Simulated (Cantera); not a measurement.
A freely propagating, adiabatic, planar premixed flame of H2 : O2 : N2 = 1 : 0.227 : 0.855 (molar parts), equivalence ratio 2.2, unburnt at 425 K and 1.48 atm; mixture-averaged transport, grid criteria slope 0.08 and curve 0.16, no radiation.

Cantera simulation using the H2/O2 subset of GRI-Mech 3.0, which has no nitrogen chemistry; the numbers are that mechanism's predictions, not measurements. Burning velocities carry a grid error of a few per cent, more on coarse grids.

Q: Predict: laminar burning velocity; thermal thickness; peak x(H); peak x(HO2); peak x(H2O2).

A: 
```json
{
  "laminar_burning_velocity": "503 cm/s",
  "thermal_thickness": "0.234 mm",
  "peak x(H)": "0.0675",
  "peak x(HO2)": "0.000494",
  "peak x(H2O2)": "5.25e-5"
}
```
